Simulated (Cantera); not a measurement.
Charge: 1 mol MgO, 0.55 mol SO2, 3.6 mol H2O, equilibrated at 1 atm.

Method: chemical equilibrium by Gibbs-energy minimisation in Cantera with the NASA 1993 tables (ideal gas, pure condensed phases). Candidate condensed phases: H2O, H2SO4, Mg, MgO, Mg(OH)2, MgS, MgSO4, S; 26 gas species. Rates play no part.

At 1700 °C, list the 7 most abundant gas species with their mole fractions, and the condensed phases.

H2O 0.860, SO2 0.132, H2 0.00448, O2 0.00200, OH 0.00163, SO 0.000339, H 8.98e-5. Condensed: MgO(s).
